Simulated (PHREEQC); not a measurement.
Make-up at 41 °C: 0.59 mol H2SO4, 0.074 mol MgSO4 and 2 mol MgCl2 per kg of water. Closed to the air; pH follows from the charge balance.

The numbers come from PHREEQC with the Pitzer model, pitzer.dat.

```tsv
quantity	before	after
pH	-0.66	-0.45
ionic strength (mol/kgw)	7.16	7.03
HSO4- (mol/kgw)	0.453	0.517
SO4-2 (mol/kgw)	0.211	0.147
SI of Epsomite (MgSO4:7H2O)	-1.06	-1.95
SI of Hexahydrite (MgSO4:6H2O)	-1.09	-1.68
```

Task: Name the change that produced these shifts.
(A) diluted 100-fold with water
(B) MgCl2 from 2 to 4 mol/kgw
(C) temperature from 41 to 85 °C
(D) MgSO4 left out

Result: C, temperature from 41 to 85 °C

Precipitation was switched off in this run. In brines, pH and single-ion activities rest on the MacInnes convention. Constants without temperature data keep their 25 °C values here.
